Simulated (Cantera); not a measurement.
**HMDSO + H₂O (silicon oxide and oxynitride deposition)**

Charge: 1 mol HMDSO, 0.23 mol H₂O, held at 0.180 bar.

Equilibrium computed with Cantera from the NASA thermochemical tables; the gas is ideal and each condensed phase is pure. Candidate condensed phases: C, C₆H₆, C₇H₈, C₈H₁₈, H₂O, Si, SiC, SiO₂; 123 gas species. The feed counts by its element totals alone. Mutual solubility and eutectic melting of coexisting phases are not modelled. The tables hold silica as quartz up to 1696 K and as liquid above; real silica turns to tridymite and cristobalite and melts near 1996 K. Rates play no part.

| T (°C) | log p H₂ | log p CO | log p CH₄ | log p SiO | n C(graphite) | n SiC(s) | n SiO₂(β-quartz) |
|---|---|---|---|---|---|---|---|
| 952 | -0.75 | -4.00 | -3.37 | -7.32 | 4.59 | 1.39 | 0.612 |
| 1002 | -0.75 | -3.49 | -3.53 | -6.68 | 4.57 | 1.39 | 0.607 |
| 1052 | -0.75 | -3.03 | -3.67 | -6.09 | 4.53 | 1.41 | 0.591 |
| 1102 | -0.75 | -2.59 | -3.81 | -5.55 | 4.41 | 1.45 | 0.549 |
| 1152 | -0.76 | -2.20 | -3.95 | -5.05 | 4.10 | 1.55 | 0.445 |
| 1202 | -0.78 | -1.82 | -4.10 | -4.58 | 3.35 | 1.80 | 0.194 |
| 1252 | -0.80 | -1.68 | -4.24 | -4.34 | 2.77 | 2.00 | 0 |
| 1302 | -0.80 | -1.68 | -4.34 | -4.25 | 2.77 | 2.00 | 0 |
| 1352 | -0.80 | -1.68 | -4.43 | -4.17 | 2.78 | 2.00 | 0 |
log p: log10 of the partial pressure in bar; n: condensed amount in mol.

From 952 °C to 1202 °C the condensed part is C(graphite) + SiC(s) + SiO₂(β-quartz). From 1252 °C to 1352 °C the condensed part is C(graphite) + SiC(s). The main Si-bearing gas is SiO throughout.
